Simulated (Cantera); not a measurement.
Feed: 1 mol Fe, 12 mol NH₃, 1.1 mol H₂.

Method: chemical equilibrium by Gibbs-energy minimisation in Cantera with the NASA 1993 tables (ideal gas, pure condensed phases). Candidate condensed phases: Fe; 10 gas species. The numbers say what is thermodynamically allowed, not how fast it happens.

Stable condensed phases, one row left out:

```
T in °C \ P in Pa
              10      48     230    1100    5500   26000  130000  620000 3000000
   1627        A       A       A       B       B       B       B       B       B
   1427        A       B       B       B       B       B       B       B       B
   1327        B       B       B       B       B       B       B       B       B
   1227        B       B       B       B       B       B       B       B       B
   1127        B       B       B       B       B       B       B       B       B
   1027        B       B       B       B       B       B       B       B       B
    927        B       B       B       B       B       B       B       B       B
    827        B       B       B       B       B       B       B       B       B
    727        B       B       B       B       B       B       B       B       B
    627        B       B       B       B       B       B       B       B       B
    527        B       B       B       B       B       B       B       B       B
    427        B       B       B       B       B       B       B       B       B
    327        B       B       B       B       B       B       B       B       B
```

A: gas only; B: Fe.

### Question
Give the row for 1527 °C.

### Answer
10: gas only; 48: gas only; 230: Fe; 1100: Fe; 5500: Fe; 26000: Fe; 130000: Fe; 620000: Fe; 3000000: Fe.
